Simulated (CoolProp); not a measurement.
Vapour-liquid equilibrium of CF4 (R14) (1) + R13 (2) at 0.255 bar; x and y are mole fractions of (1).

Model: multi-fluid Helmholtz-energy mixture model, Platzer 1990 and Platzer 1990; pair parameters Bell 2016, in CoolProp. This equation is an older, rougher fit; its heat capacities, sound speeds and derivatives of the liquid may be far off and weren't checked against measurements.

```json
[
 {"x": "0.05", "bubble temperature, mixture model (K)": "___", "bubble temperature, Raoult's law (K)": "160.3", "y, mixture model": "___", "y, Raoult's law": "0.518"},
 {"x": "0.2", "bubble temperature, mixture model (K)": "___", "bubble temperature, Raoult's law (K)": "146.6", "y, mixture model": "0.921", "y, Raoult's law": "0.881"},
 {"x": "0.35", "bubble temperature, mixture model (K)": "136.9", "bubble temperature, Raoult's law (K)": "139.9", "y, mixture model": "0.963", "y, Raoult's law": "0.952"},
 {"x": "0.5", "bubble temperature, mixture model (K)": "133.9", "bubble temperature, Raoult's law (K)": "135.8", "y, mixture model": "___", "y, Raoult's law": "0.977"},
 {"x": "0.65", "bubble temperature, mixture model (K)": "131.9", "bubble temperature, Raoult's law (K)": "132.8", "y, mixture model": "___", "y, Raoult's law": "0.989"},
 {"x": "0.8", "bubble temperature, mixture model (K)": "130.2", "bubble temperature, Raoult's law (K)": "130.5", "y, mixture model": "___", "y, Raoult's law": "0.995"},
 {"x": "0.95", "bubble temperature, mixture model (K)": "128.6", "bubble temperature, Raoult's law (K)": "128.6", "y, mixture model": "0.998", "y, Raoult's law": "0.999"}
]
```

Some entries are withheld; supply them.


- 0.05, bubble temperature, mixture model (K): 156.8
- 0.05, y, mixture model: 0.637
- 0.2, bubble temperature, mixture model (K): 142.2
- 0.5, y, mixture model: 0.978
- 0.65, y, mixture model: 0.987
- 0.8, y, mixture model: 0.993

The largest gap from Raoult's law is -4.4 K in bubble temperature, at x = 0.2. No azeotrope shows between x = 0.05 and 0.95.

Pair parameters are fitted to limited data, so mixtures are less certain than the pure fluids.
